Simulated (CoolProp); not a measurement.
Vapour-liquid equilibrium of R22 (1) + n-pentane (2) at 315.1 K; x and y are mole fractions of (1).

Values from CoolProp's multi-fluid Helmholtz-energy mixture model, Kamei 1995 and Thol 2019; pair parameters Bell 2016.

Question: Give the bubble pressure and the first vapour's composition at x = 0.05, 0.725, 0.95. Is there an azeotrope?

Answer: x = 0.05: 241.0 kPa, y = 0.492; x = 0.725: 1247 kPa, y = 0.940; x = 0.95: 1531 kPa, y = 0.986. No azeotrope shows between x = 0.05 and 0.95.

Pair parameters are fitted to limited data, so mixtures are less certain than the pure fluids.
